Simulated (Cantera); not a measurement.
**Adiabatic ignition**

An adiabatic, constant-pressure homogeneous reactor starts with H₂ : O₂ : N₂ = 1 : 0.385 : 3.85 (molar parts), equivalence ratio 1.3, at 1200 K and 0.920 bar.

Computed with Cantera and GRI-Mech 3.0 (53 species, 325 reactions).

| t (s) | T (K) | x H₂ | x O₂ | x O | x H₂O₂ | x NO₂ | x NO |
|---|---|---|---|---|---|---|---|
| 2.00e-6 | 1200 | 0.191 | 0.0735 | 1.24e-10 | 1.93e-12 | <1e-12 | <1e-12 |
| 5.70e-6 | 1200 | 0.191 | 0.0735 | 6.65e-10 | 1.61e-11 | <1e-12 | <1e-12 |
| 1.62e-5 | 1200 | 0.191 | 0.0735 | 6.62e-9 | 1.57e-10 | <1e-12 | <1e-12 |
| 4.62e-5 | 1200 | 0.191 | 0.0735 | 1.24e-6 | 1.23e-8 | <1e-12 | <1e-12 |
| 0.000132 | 1720 | 0.0458 | 0.00741 | 0.00604 | 5.38e-7 | 5.79e-10 | 1.68e-5 |
| 0.000375 | 2068 | 0.0468 | 0.00199 | 0.00148 | 8.64e-8 | 1.00e-9 | 4.71e-5 |
| 0.00107 | 2188 | 0.0465 | 0.000400 | 0.000282 | 2.57e-8 | 1.05e-9 | 6.30e-5 |
| 0.00304 | 2229 | 0.0469 | 7.27e-5 | 5.10e-5 | 7.03e-9 | 1.02e-9 | 7.21e-5 |
| 0.00866 | 2239 | 0.0471 | 2.84e-5 | 2.01e-5 | 3.14e-9 | 1.02e-9 | 7.82e-5 |
| 0.0247 | 2240 | 0.0471 | 2.62e-5 | 1.86e-5 | 2.93e-9 | 1.15e-9 | 8.89e-5 |
| 0.0702 | 2240 | 0.0471 | 2.61e-5 | 1.86e-5 | 2.92e-9 | 1.45e-9 | 0.000113 |
| 0.200 | 2240 | 0.0472 | 2.60e-5 | 1.85e-5 | 2.91e-9 | 1.85e-9 | 0.000144 |
x: mole fraction; the columns are a selection and need not sum to one.

```json
{
  "time_of_steepest_temperature_rise": "96.5 µs",
  "temperature at 0.200 s": "2240 K",
  "equilibrium_temperature": "2239 K",
  "x(H₂) at 0.200 s": "0.0472 (gas-phase equilibrium 0.0472)",
  "x(O₂) at 0.200 s": "2.60e-5 (gas-phase equilibrium 2.60e-5)",
  "x(O) at 0.200 s": "1.85e-5 (gas-phase equilibrium 1.85e-5)"
}
```
